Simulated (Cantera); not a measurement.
Input: 1 mol Ti, 0.1 mol C3H8, 9.9 mol H2, held at 1950 K and 19.0 mbar.

Cantera equilibrium calculation (NASA polynomials, part measured and part estimated; ideal gas, pure solids and liquids). Candidate condensed phases: C, C6H6, C7H8, C8H18, Ti, TiC; 77 gas species. Mutual solubility and eutectic melting of coexisting phases are not modelled. TiC: taken at fixed stoichiometry. Condensed phases not in the tables: N, O or C dissolved in the metal. Kinetics and transport are ignored.

Base state: H2 0.991, H 0.00828, Ti 0.000266 (mole fractions); condensed: Ti(l) + TiC(s).

Task: What changes in the equilibrium state with this change: temperature from 1950 K to 1373.15 K?

Result: 
```tsv
species	before	after
H2	0.991	1.000
H	0.00828	2.42e-5
Ti	0.000266	1.87e-9
Ti(l), mol	0.697	0
TiC(s), mol	0.300	0.300
Ti(β), mol	0	0.700
```
